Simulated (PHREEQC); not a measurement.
Consider water at 20 °C with 0.0072 mol H2S, 0.017 mol NaHCO3 and 0.00085 mol ZnCl2 per kg of water. Closed to the air; pH follows from the charge balance.

Equilibrium calculation in PHREEQC: ion-association model, wateq4f.dat.

```
quantity                      before    after
---------------------------  -------  -------
pH                              6.83     6.92
ionic strength (mol/kgw)      0.0169   0.0169
CO2 (mol/kgw)                0.00407  0.00346
H2S (mol/kgw)                0.00313  0.00375
HS- (mol/kgw)                0.00234  0.00345
CO3-2 (mol/kgw)              5.22e-6  6.74e-6
SI of Nahcolite (NaHCO3)       -3.18    -3.16
SI of Natron (Na2CO3:10H2O)    -7.65    -7.53
```

What was changed between the two runs?
A. temperature from 20 to 50 °C
B. ZnCl2 left out
C. temperature from 20 to 45 °C

B, ZnCl2 left out

This is a speciation only: nothing precipitates in the calculation. Some of these states are supersaturated (in ZnS(a), Sphalerite (slow to form), for instance).
